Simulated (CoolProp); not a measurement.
Vapour-liquid equilibrium of benzene (1) + toluene (2) at 165.75 °C; x and y are mole fractions of (1).

Values from CoolProp's multi-fluid Helmholtz-energy mixture model, Thol 2012 and Lemmon 2006; pair parameters Bell 2016.

Question: Give the bubble pressure and the first vapour's composition at x = 0.65, 0.875, 0.95. Is there an azeotrope?

Answer: x = 0.65: 0.6451 MPa, y = 0.774; x = 0.875: 0.7393 MPa, y = 0.928; x = 0.95: 0.7712 MPa, y = 0.972. No azeotrope shows between x = 0.05 and 0.95.

The pair parameters rest on a limited set of measurements; away from them the model extrapolates.
